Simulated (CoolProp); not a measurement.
R507A at 293.15 K and 0.23 MPa flows at 10 m/s in a round tube of 12.7 mm bore and 1.5 µm roughness, fully developed (64/Re and Nu = 3.66 if laminar; Colebrook and Gnielinski if turbulent). Each further row changes one setting.

Model: reference Helmholtz-energy equation of state, Lemmon 2003, in CoolProp. It is a pseudo-pure fit of the blend.

| case | Reynolds number | Darcy friction factor | pressure drop (Pa/m) | heat-transfer coefficient (W/(m² K)) | mass flow (kg/h) |
|---|---|---|---|---|---|
| as stated | 103000 | 0.0185 | 708 | ___ | ___ |
| velocity 20 m/s | 206000 | 0.0165 | 2520 | ___ | ___ |
| diameter 25.4 mm | 206000 | ___ | ___ | 186 | ___ |

Some entries are withheld; supply them.


- as stated, heat-transfer coefficient (W/(m² K)): 215
- as stated, mass flow (kg/h): 44.3
- velocity 20 m/s, heat-transfer coefficient (W/(m² K)): 383
- velocity 20 m/s, mass flow (kg/h): 88.7
- diameter 25.4 mm, Darcy friction factor: 0.0160
- diameter 25.4 mm, pressure drop (Pa/m): 307
- diameter 25.4 mm, mass flow (kg/h): 177

Viscosity comes from a separate model (Geller 2000). Thermal conductivity comes from a separate model (Geller 2001).
